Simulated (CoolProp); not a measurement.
Vapour-liquid equilibrium of carbon dioxide (1) + R123 (2) at 262.3 K; x and y are mole fractions of (1).

The numbers come from the multi-fluid Helmholtz-energy mixture model, Span 1996 and Younglove 1994; pair parameters Bell 2016 in CoolProp.

```csv
x,bubble pressure (MPa),y at the bubble point,dew pressure at overall composition x (MPa),liquid density (mol/L)
0.05,0.1116,0.829,0.02043,10.49
0.2,0.3781,0.953,0.02426,11.65
0.35,0.6671,0.976,0.02984,13.02
0.5,1.010,0.986,0.03875,14.66
0.65,1.422,0.992,0.05520,16.64
0.8,1.896,0.996,0.09585,18.99
0.95,2.408,0.999,0.3590,21.61
```

No azeotrope shows between x = 0.05 and 0.95.

The pair parameters rest on a limited set of measurements; away from them the model extrapolates.
